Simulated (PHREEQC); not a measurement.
# Metal-bearing waste water: an equilibrium model

A solution holds 0.11 mol/kgw CuSO4, 0.00066 mol/kgw CuCl2, 5.6e-05 mol/kgw NaH2PO4 and 7.7e-05 mol/kgw NaCl, at 25 °C. Closed to the air; pH follows from the charge balance.

Equilibrium calculation in PHREEQC: ion-association model, wateq4f.dat.

This is a speciation only: nothing precipitates in the calculation.

Task: What pH does the model give?

Result: pH 4.51.

Task: In which forms is Na present?

Result: Na+ 93 %, NaSO4- 7.3 % of the Na.

The solution is supersaturated, for example in Antlerite, Brochantite, so a real one may precipitate; this is no full list. Complexes and solids missing from the database can't appear. H3PO4, which wateq4f.dat lacks, is added to it with the constant of phreeqc.dat. The database has no phosphate complexes of Cu.
